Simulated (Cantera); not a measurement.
Thermodynamics of carbon deposition, reforming and gasification, feed C2H5OH + O2 + N2 + H2

Charge: 1 mol C2H5OH, 0.14 mol O2, 0.81 mol N2, 2.1 mol H2, at 1077 °C and 1 atm.

Method: chemical equilibrium by Gibbs-energy minimisation in Cantera with the NASA 1993 tables (ideal gas, pure condensed phases). Candidate condensed phases: C, C6H6, C7H8, C8H18, H2O; 136 gas species. Rates play no part.

```json
{
 "x(H2)": "0.705",
 "x(CO)": "0.178",
 "x(N2)": "0.113",
 "x(CH4)": "0.00291",
 "x(H2O)": "0.000728",
 "x(CO2)": "9.34e-5",
 "x(HCN)": "9.20e-5",
 "x(NH3)": "2.06e-5",
 "x(H)": "1.99e-6",
 "n(C(graphite))": "0.704 mol",
 "gas_amount": "7.163 mol"
}
```
